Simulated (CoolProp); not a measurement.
Aqueous sodium chloride as a coolant, at 40 °C, 1 atm.

Computed with CoolProp (Melinder's fits for secondary coolants).

```tsv
mass %	freezing point (°C)	density (kg/m³)	Prandtl number	cp (kJ/(kg K))	viscosity (mPa s)
2.4	-1.4	1009	4.45	…	0.687
5.1	-3.1	1027	4.58	3.944	0.726
7.8	-4.9	1046	4.72	3.832	…
10.4	-6.9	1065	4.88	3.731	0.811
13.1	-9.1	1085	5.08	3.634	0.863
15.8	-11.7	1105	…	3.544	0.924
18.5	…	1126	…	3.464	0.998
21.2	-18.0	1147	6.09	3.393	1.09
```

Task: What belongs in the gaps?

Result: 
- 2.4, cp (kJ/(kg K)): 4.064
- 7.8, viscosity (mPa s): 0.767
- 15.8, Prandtl number: 5.33
- 18.5, freezing point (°C): -14.6
- 18.5, Prandtl number: 5.65
